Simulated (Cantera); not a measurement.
Input: 1 mol Si, 10 mol HBr, 1 mol N₂, at 0.00290 bar.

Equilibrium computed with Cantera from the NASA thermochemical tables; the gas is ideal and each condensed phase is pure. Candidate condensed phases: Br₂, Si, Si₃N₄; 28 gas species. N₂ is the only nitrogen source here; it is nearly inert below about 1500 K, so the nitride shown seldom forms there in practice. Equilibrium is a limit: real reactors are often held back by kinetics, nucleation or transport.

Question: What share of the Si ends up in condensed phases as a function of T (K), at 800, 875, 950, 1025, 1100, 1175, 1250, 1325, 1400, 1475, 1550, 1625?

Answer: 
```csv
T (K),Si condensed (%),as
800,5.9,Si₃N₄(s)
875,8.1,Si₃N₄(s)
950,9.7,Si₃N₄(s)
1025,10.8,Si₃N₄(s)
1100,11.4,Si₃N₄(s)
1175,9.5,Si₃N₄(s)
1250,0.0,-
1325,0.0,-
1400,0.0,-
1475,0.0,-
1550,0.0,-
1625,0.0,-
```
